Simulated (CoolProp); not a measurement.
CHF3 (R23) along the isotherm 283 K: Z from the reference equation and from simpler models built on Tc = 299.3 K, pc = 48.32 bar, ω = 0.263; each cubic takes its own stable root.

The numbers come from the reference Helmholtz-energy equation of state, Penoncello 2003 in CoolProp.

| p (bar) | phase | reference |
|---|---|---|
| 37.2 | liquid | 0.1147 |
| 74.3 | liquid | 0.2126 |
| 112 | liquid | 0.3070 |
| 149 | liquid | 0.3964 |
| 186 | liquid | 0.4832 |
| 223 | liquid | 0.5679 |
| 260 | liquid | 0.6510 |
| 297 | liquid | 0.7327 |
| 335 | liquid | 0.8152 |
| 372 | liquid | 0.8944 |
| 409 | liquid | 0.9727 |
| 446 | liquid | 1.050 |
| 483 | liquid | 1.126 |

Q: How far does each simpler model (van der Waals, Redlich-Kwong, Soave-Redlich-Kwong, Peng-Robinson) lie from the reference over these 13 states: mean and median of the absolute difference, and the worst?

A: 
- van der Waals: mean 81.4 %, median 52.0 %, worst +420.5 % at 283 K and 37.2 bar
- Redlich-Kwong: mean 18.4 %, median 16.1 %, worst +35.7 % at 283 K and 37.2 bar
- Soave-Redlich-Kwong: mean 16.8 %, median 15.1 %, worst +28.2 % at 283 K and 37.2 bar
- Peng-Robinson: mean 4.4 %, median 3.1 %, worst +13.8 % at 283 K and 37.2 bar

At some of these states van der Waals gives the other phase, because its saturation line lies elsewhere.
